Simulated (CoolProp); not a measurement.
Vapour-liquid equilibrium of acetone (1) + n-nonane (2) at 54.25 °C; x and y are mole fractions of (1).

Computed with CoolProp (multi-fluid Helmholtz-energy mixture model, Lemmon 2006 and Lemmon 2006; pair parameters Bell 2016).

```tsv
x	bubble pressure (kPa)	y at the bubble point	dew pressure at overall composition x (kPa)	liquid density (mol/L)
0.05	21.35	0.863	3.160	5.557
0.2	55.05	0.951	?	?
0.35	68.61	0.963	4.612	?
0.5	?	0.967	?	7.682
0.65	77.31	0.971	8.522	8.767
0.8	?	0.977	14.78	10.19
0.95	?	0.992	?	12.12
```

Problem. Complete the blanks.

Solution. 
- 0.2, dew pressure at overall composition x (kPa): 3.751
- 0.2, liquid density (mol/L): 6.133
- 0.35, liquid density (mol/L): 6.826
- 0.5, bubble pressure (kPa): 73.80
- 0.5, dew pressure at overall composition x (kPa): 5.986
- 0.8, bubble pressure (kPa): 82.54
- 0.95, bubble pressure (kPa): 91.28
- 0.95, dew pressure at overall composition x (kPa): 54.11

No azeotrope shows between x = 0.05 and 0.95.

Pair parameters are fitted to limited data, so mixtures are less certain than the pure fluids. With so large a gap from Raoult's law the liquid may split in two, which this calculation doesn't test in full.
